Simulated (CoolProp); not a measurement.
Saturation properties of cyclopentane.

The numbers come from the reference Helmholtz-energy equation of state, Gedanitz 2015 in CoolProp.

```csv
T (°C),p (MPa),liquid density (kg/m³),enthalpy of vaporisation (kJ/kg),vapour viscosity (µPa s),liquid conductivity (mW/(m K))
-3.05,0.01226,767.5,425.5,6.65,137
17.35,0.03104,747.9,411.9,7.17,130
37.85,0.06856,727.5,397.6,7.70,122
58.35,0.1354,706.3,382.5,8.23,114
78.85,0.2444,683.9,366.0,8.78,107
99.35,0.4103,660.2,348.0,9.34,100
119.85,0.6495,634.9,327.9,9.94,93.6
140.35,0.9795,607.5,305.2,10.6,87.3
160.85,1.420,577.2,279.1,11.4,81.4
181.35,1.992,542.7,248.1,12.4,76.0
201.85,2.724,500.8,208.9,14.0,71.2
```

It boils at 49.2 °C under 1 atm.

Viscosity comes from a separate model (Chung 1988), a generic estimate that can be far off for the liquid and wasn't checked against measurements. Thermal conductivity comes from a separate model (Vassiliou 2015).
